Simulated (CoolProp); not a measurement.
Vapour-liquid equilibrium of R125 (1) + R236EA (2) at 295.5 K; x and y are mole fractions of (1).

Computed with CoolProp (multi-fluid Helmholtz-energy mixture model, Lemmon 2005 and Rui 2013; pair parameters Bell 2016).

```tsv
x	bubble pressure (kPa)	y at the bubble point	dew pressure at overall composition x (kPa)	liquid density (mol/L)
0.05	239.8	0.241	196.5	9.492
0.125	317.4	0.456	211.5	9.573
0.2	394.5	0.587	228.9	9.652
0.275	471.4	0.677	249.4	9.728
0.35	548.4	0.742	273.8	9.800
0.425	625.9	0.793	303.3	9.868
0.5	704.3	0.833	339.8	9.929
0.575	783.7	0.867	385.9	9.983
0.65	864.9	0.896	445.7	10.03
0.725	948.1	0.922	526.2	10.06
0.8	1034	0.945	638.9	10.08
0.875	1124	0.966	804.0	10.09
0.95	1218	0.987	1054	10.07
```

No azeotrope shows between x = 0.05 and 0.95.

The pair parameters rest on a limited set of measurements; away from them the model extrapolates.
